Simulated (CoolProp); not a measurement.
A simple Rankine cycle with isobutene: condensing at 321.15 K, boiler at 2.03 MPa, turbine inlet 393.6 K, turbine efficiency 0.65, pump efficiency 0.7, no recuperator. Each further row changes one setting.

The numbers come from the reference Helmholtz-energy equation of state, Lemmon 2005 in CoolProp. It is a short technical equation, of lower accuracy than the large ones.

| case | thermal efficiency (%) | net work (kJ/kg) | heat in (kJ/kg) | turbine exit temperature (K) | volume ratio over the turbine |
|---|---|---|---|---|---|
| as stated | 7.7 | 32.9 | 428 | 354.4 | 3.91 |
| turbine inlet 413.6 K | 7.7 | 36.7 | 477 | 377.3 | 3.76 |
| condensing temperature 313.15 K | 8.7 | 39.0 | 448 | 349.3 | 4.85 |
| boiler pressure 1.42 MPa | 5.8 | 26.3 | 450 | 368.8 | 2.55 |
| turbine efficiency 0.55 | 6.4 | 27.3 | 428 | 357.3 | 3.96 |
